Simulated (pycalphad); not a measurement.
Source of the numbers: pycalphad with the COST 507 light-alloy database (1999); pressure 1 atm. The database dates from 1999; later assessments differ in places, in temperatures and in the compounds included. Amounts are mole fractions of atoms.

Task: Give the equilibrium state of Al-0.21Si-1.22C (at.%) at 975 K.

Result: liquid, fraction 0.972, with 0.22 Si, <0.01 C at.%; AL4C3, fraction 0.028, with 0.01 Si, 42.9 C at.%.

Task: Give the equilibrium state of Al-0.21Si-1.22C (at.%) at 550 K.

Result: fcc, fraction 0.972, with 0.04 Si, <0.01 C at.%; AL8SIC7, fraction 0.028, with 6.2 Si, 43.7 C at.%.

Database names, with the compositions (at.%) that they take in these runs: AL4C3: Al 57 C 43; AL8SIC7: Al 50 C 44 Si 6.
